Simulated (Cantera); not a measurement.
An adiabatic, constant-pressure homogeneous reactor starts with C₃H₈ : O₂ : N₂ = 1 : 3.57 : 35 (molar parts), equivalence ratio 1.4, at 1325 K and 1.01 bar. Integrator tolerance rtol = 1e-08.

Computed with Cantera and GRI-Mech 3.0 (53 species, 325 reactions). GRI-Mech 3.0 was tuned for natural gas; its chemistry of propane as a main component is partial and can be far from experiment.

```csv
quantity,before,after
time of steepest temperature rise,1.27 ms,not reached
temperature at 0.300 s,2143 K,973 K
equilibrium temperature,2143 K,1820 K
x(C₃H₈) at 0.300 s,<1e-12 (gas-phase equilibrium <1e-12),0.0251 (gas-phase equilibrium <1e-12)
x(O₂) at 0.300 s,5.82e-6 (gas-phase equilibrium 5.82e-6),0.0902 (gas-phase equilibrium 3.06e-8)
x(C₂H) at 0.300 s,<1e-12 (gas-phase equilibrium <1e-12),<1e-12 (gas-phase equilibrium <1e-12)
x(CO₂) at 0.300 s,0.0268 (gas-phase equilibrium 0.0268),5.29e-9 (gas-phase equilibrium 0.0292)
x(H) at 0.300 s,0.000617 (gas-phase equilibrium 0.000617),8.94e-11 (gas-phase equilibrium 6.82e-5)
x(C₂H₂) at 0.300 s,<1e-12 (gas-phase equilibrium <1e-12),1.59e-8 (gas-phase equilibrium <1e-12)
```

Q: What was changed between the two runs?
A) O2 3.57 to 4.6 parts
B) pressure from 1.01 bar to 23.0 bar
C) initial temperature 1325 to 1675 K
D) initial temperature 1325 to 973 K

A: D, initial temperature 1325 to 973 K
